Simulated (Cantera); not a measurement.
**Ignition delay**

Mixture: 12.3 % CH4, 3.80 % CO, 17.7 % O2, 66.3 % N2, equivalence ratio 1.5, at 4.00 bar, adiabatic and at constant volume. Ignition delay is the time to a rise of 400 K.

Cantera simulation using GRI-Mech 3.0 (53 species, 325 reactions); the numbers are that mechanism's predictions, not measurements.

```
T0 (K)  delay (ms)
------  ----------
1300          5.20
1400          1.51
1500         0.489
1600         0.178
1700        0.0733
1800        0.0342
1900        0.0178
2000        0.0101
```

apparent activation energy between 1800 and 2000 K: 180 kJ/mol
